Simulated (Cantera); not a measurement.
Input: 1 mol V2O3, 460 mol H2, 1.5 mol N2, at 5900 Pa.

Method: chemical equilibrium by Gibbs-energy minimisation in Cantera with the NASA 1993 tables (ideal gas, pure condensed phases). Candidate condensed phases: H2O, V, VN, VO, V2O3, V2O4, V2O5; 28 gas species. VO: taken at fixed stoichiometry. Equilibrium is a limit: real reactors are often held back by kinetics, nucleation or transport.

Question: What share of the V ends up in condensed phases as a function of T (°C), at 1402, 1452, 1502, 1552, 1602, 1652, 1702, 1752, 1802, 1852?

Answer: 
```tsv
T (°C)	V condensed (%)	as
1402	100.0	VO(s)
1452	100.0	VO(s)
1502	100.0	VO(s)
1552	99.9	VO(s)
1602	99.8	VO(s)
1652	99.6	VO(s)
1702	99.1	VO(s)
1752	98.1	VO(s)
1802	96.2	VO(l)
1852	92.9	VO(l)
```
